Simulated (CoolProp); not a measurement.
Vapour-liquid equilibrium of acetone (1) + n-heptane (2) at 463.8 K; x and y are mole fractions of (1).

The numbers come from the multi-fluid Helmholtz-energy mixture model, Lemmon 2006 and Span 2003; pair parameters Bell 2016 in CoolProp.

Problem. Give the bubble pressure and the first vapour's composition at x = 0.15, 0.55, 0.65. Is there an azeotrope?

Solution. x = 0.15: 1255 kPa, y = 0.353; x = 0.55: 1987 kPa, y = 0.688; x = 0.65: 2112 kPa, y = 0.747. No azeotrope shows between x = 0.05 and 0.95.

Pair parameters are fitted to limited data, so mixtures are less certain than the pure fluids.
